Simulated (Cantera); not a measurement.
## Hydrocarbon pyrolysis for carbon deposition

A perfectly stirred reactor is fed with C3H8 : H2 = 1 : 46 (molar parts), at 0.00444 atm; it is held at 1750 K, and followed from long to short residence time.

Detailed kinetics in Cantera: GRI-Mech 3.0 (53 species, 325 reactions). GRI-Mech 3.0 was tuned for natural gas; its chemistry of propane as a main component is partial and can be far from experiment. GRI-Mech 3.0 stops at C3 and has no aromatics, soot or wall deposition, so with more carbon than oxygen in the feed, carbon stays in small species such as C2H2 where larger ones or solid carbon would form. Radical loss at walls, strong at low pressure, is not modelled.

```csv
τ (s),x C3H8,x H2,x C2H4,x C2H6,x C2H,x CH2
4.5,1.00e-6,0.963,2.63e-5,2.64e-7,5.91e-7,1.23e-6
1.7,2.65e-6,0.962,5.88e-5,6.19e-7,5.59e-7,1.79e-6
0.62,7.10e-6,0.959,0.000136,1.37e-6,5.35e-7,2.58e-6
0.23,1.84e-5,0.957,0.000305,2.73e-6,5.17e-7,3.60e-6
0.085,4.73e-5,0.954,0.000674,5.10e-6,5.00e-7,4.78e-6
0.032,0.000119,0.953,0.00146,9.26e-6,4.75e-7,5.96e-6
0.012,0.000304,0.952,0.00307,1.77e-5,4.24e-7,7.14e-6
0.0044,0.000786,0.952,0.00588,3.65e-5,3.26e-7,8.51e-6
0.0016,0.00204,0.953,0.00909,7.87e-5,1.81e-7,1.00e-5
0.00061,0.00501,0.957,0.0101,0.000161,5.61e-8,1.02e-5
0.00023,0.0111,0.965,0.00681,0.000254,5.45e-9,6.25e-6
```
x: mole fraction; the columns are a selection and need not sum to one.
